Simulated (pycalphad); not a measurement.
Computed with pycalphad from the COST 507 light-alloy database (1999), at 1 atm. These are 1990s assessments: newer ones move some temperatures and phases. Amounts are mole fractions of atoms.

Task: Give the equilibrium state of Fe-1.32Si (at.%) at 1527 °C.

Result: 
```
T = 1800.00 K, P = 101325 Pa, N = 1 mol of atoms
G = -109076 J/mol, H = 68311 J/mol, S = 98.55 J/(mol K)  (SER reference)
chemical potentials (J/mol): Fe -107342, Si -238714
phase             fraction      x(Fe)      x(Si)
LIQUID              0.8819     0.9862     0.0138
BCC_A2              0.1181     0.9914     0.0086
```

BCC_A2 is bcc.
